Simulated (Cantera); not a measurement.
Mixture: CH4 : O2 : N2 = 1 : 2.6 : 9.77 (molar parts), equivalence ratio 0.77, at 7.30 bar, adiabatic and at constant pressure. Ignition delay is the time to a rise of 400 K.

Cantera simulation using GRI-Mech 3.0 (53 species, 325 reactions); the numbers are that mechanism's predictions, not measurements.

Question: Predict: delay at 1150 K; delay at 1350 K; delay at 1550 K; delay at 1750 K; delay at 1950 K; apparent activation energy between 1750 and 1950 K.

Answer: delay at 1150 K: 11.2 ms
delay at 1350 K: 1.02 ms
delay at 1550 K: 0.139 ms
delay at 1750 K: 28.0 µs
delay at 1950 K: 8.15 µs
apparent activation energy between 1750 and 1950 K: 170 kJ/mol
